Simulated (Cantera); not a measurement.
**Ignition delay**

Mixture: 7.90 % CH₄, 10.5 % O₂, 64.2 % N₂, 17.4 % H₂O, equivalence ratio 1.5, at 9.67 atm, adiabatic and at constant volume. Ignition delay is the time to a rise of 400 K.

Computed with Cantera and GRI-Mech 3.0 (53 species, 325 reactions).

| T0 (K) | delay (ms) |
|---|---|
| 1073 | 46.7 |
| 1173 | 13.1 |
| 1273 | 4.46 |
| 1373 | 1.66 |
| 1473 | 0.621 |
| 1573 | 0.231 |

* **apparent activation energy between 1373 and 1573 K**: 180 kJ/mol
